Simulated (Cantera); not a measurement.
## Thermodynamics of sublimation and decomposition of ceramics, feed Si3N4 + Si + N2

A closed system holds: 1 mol Si3N4, 0.33 mol Si, 0.53 mol N2, held at 2427 °C and 12.0 Pa.

Equilibrium computed with Cantera from the NASA thermochemical tables; the gas is ideal and each condensed phase is pure. Candidate condensed phases: Si, Si3N4; 7 gas species. The tables' values for SiN are old estimates; treat these amounts as uncertain. Equilibrium is a limit: real reactors are often held back by kinetics, nucleation or transport.

The x(Si) comes out as 0.568 and the x(N2) comes out as 0.432. The x(SiN) comes out as 0.000312 and the x(N) is 9.75e-5. The x(Si2) is 7.15e-5 and the gas amount comes out as 5.859 mol. The log10 activity of Si(l) (absent) comes out as -2.44.
